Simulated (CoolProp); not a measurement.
Dimethyl ether at several states: fugacity coefficient from the reference equation and from simpler models built on Tc = 400.4 K, pc = 5.337 MPa, ω = 0.196; each cubic takes its own stable root.

Model: reference Helmholtz-energy equation of state, Wu 2011, in CoolProp.

```csv
T (K),p (MPa),phase,reference,van der Waals,Soave-Redlich-Kwong
351.1,0.707,gas,0.9283,0.9463,0.9325
419.1,0.0229,gas,0.9987,0.9989,0.9987
162.2,1.93,liquid,0.0001165,0.01783,0.0001174
211.7,0.106,liquid,0.1389,0.9747,0.1372
```

At some of these states van der Waals gives the other phase, because its saturation line lies elsewhere.
